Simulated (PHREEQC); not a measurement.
0.51 g of hydrous ferric oxide (600 m²/g; 0.2 weak and 0.005 strong sites per Fe, Dzombak-Morel constants, diffuse double layer) in 1 kg of water with 0.3 mol/kgw of an inert sodium salt and 0.0013 mmol/kgw Ag2SO4, at 25 °C; the pH is set by adding NaOH or the inert anion's acid. Oxygen is held at 0.21 atm. No CO2 enters from the air. No solid was allowed to form.

The series has 13 steps of pH, from 4 to 10.

Model: ion-association model, wateq4f.dat, run in PHREEQC.

Problem. Near which pH is half of the S sorbed, and on which side is more sorbed?

Solution. Near pH 5.8, with more sorbed at lower pH.

Problem. Near which pH is half of the Ag sorbed, and on which side is more sorbed?

Solution. Near pH 6.6, with more sorbed at higher pH.

Species that the database lacks are ignored.
